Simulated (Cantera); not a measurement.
Premixed flame

A freely propagating, adiabatic, planar premixed flame of CH4 : H2 : O2 : N2 = 1 : 0.06 : 1.69 : 6.36 (molar parts), equivalence ratio 1.2, unburnt at 448 K and 7500 Torr; mixture-averaged transport, grid criteria slope 0.08 and curve 0.16, no radiation.

Model: GRI-Mech 3.0 (53 species, 325 reactions), integrated in Cantera. Burning velocities carry a grid error of a few per cent, more on coarse grids.

```csv
z (mm),T (K),u (m/s),x CH4,x H2,x O2,x C2H,x HCN,x OH
-0.289,449,0.241,0.110,0.00789,0.185,<1e-8,<1e-8,<1e-8
-0.192,456,0.245,0.109,0.0101,0.184,<1e-8,1.28e-8,<1e-8
-0.144,484,0.261,0.107,0.0128,0.182,<1e-8,9.15e-8,<1e-8
-0.0962,634,0.345,0.0966,0.0173,0.170,<1e-8,8.35e-7,2.74e-8
-0.0481,1169,0.645,0.0614,0.0232,0.120,<1e-8,5.51e-6,3.82e-6
-0.0241,1600,0.890,0.0319,0.0262,0.0733,1.17e-8,1.11e-5,5.98e-5
0,1986,1.11,0.00725,0.0274,0.0273,5.25e-7,1.98e-5,0.000649
0.0241,2150,1.20,0.000661,0.0264,0.00645,6.20e-7,2.32e-5,0.00182
0.0481,2193,1.22,5.64e-5,0.0261,0.00161,1.08e-7,1.56e-5,0.00207
0.0962,2220,1.23,1.41e-6,0.0265,0.000292,<1e-8,6.33e-6,0.00156
0.192,2237,1.24,2.90e-8,0.0267,7.58e-5,<1e-8,2.01e-6,0.000922
0.385,2245,1.24,<1e-8,0.0268,2.44e-5,<1e-8,5.90e-7,0.000550
0.770,2247,1.25,<1e-8,0.0268,1.35e-5,<1e-8,1.43e-7,0.000427
```
x: mole fraction of selected species; z is measured from the peak of heat release.

```json
{
  "laminar_burning_velocity": "24.0 cm/s",
  "thermal_thickness": "0.0962 mm",
  "peak x(C2H)": "8.72e-7",
  "peak x(HCN)": "2.39e-5",
  "peak x(OH)": "0.00209",
  "grid_points": "133"
}
```
